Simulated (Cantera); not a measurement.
Gas mixture: NO = 0.099 (molar parts), at 6.50 bar, frozen composition.

Cantera's kinetic-theory transport with the Lennard-Jones parameters of GRI-Mech 3.0, ideal gas; thermal conductivity in the mixture-averaged form. The composition is frozen, though it would react at the higher temperatures.

D: mixture-averaged diffusion coefficient of that species in the mixture.

```
T (K)  ρ (kg/m³)  cp (J/kg/K)  μ (µPa s)  λ (mW/m/K)     Pr  D (cm²/s) NO  D (cm²/s) C₂H₂  D (cm²/s) O
-----  ---------  -----------  ---------  ----------  -----  ------------  --------------  -----------
400         5.86        998.6       23.1        32.4  0.712         -20.8          0.0430   (withheld)
500         4.69         1016       27.0        38.8  0.708         -30.9          0.0638   (withheld)
600         3.91         1041       30.6        45.1  0.706         -42.5          0.0875   (withheld)
700         3.35         1067       34.0        51.3  0.707         -55.4           0.114   (withheld)
800         2.93         1092       37.1        57.3  0.708         -69.6           0.143   (withheld)
900         2.61         1114       40.1        63.0  0.708         -85.0           0.175   (withheld)
1000        2.35         1133       42.9        68.6  0.709          -102           0.209   (withheld)
1100        2.13         1147       45.7        74.1  0.707          -119           0.245   (withheld)
```

**Question.** Some entries are withheld; supply them.

**Answer.** 
- 400, D (cm²/s) O: 0.0822
- 500, D (cm²/s) O: 0.120
- 600, D (cm²/s) O: 0.164
- 700, D (cm²/s) O: 0.212
- 800, D (cm²/s) O: 0.265
- 900, D (cm²/s) O: 0.323
- 1000, D (cm²/s) O: 0.384
- 1100, D (cm²/s) O: 0.450
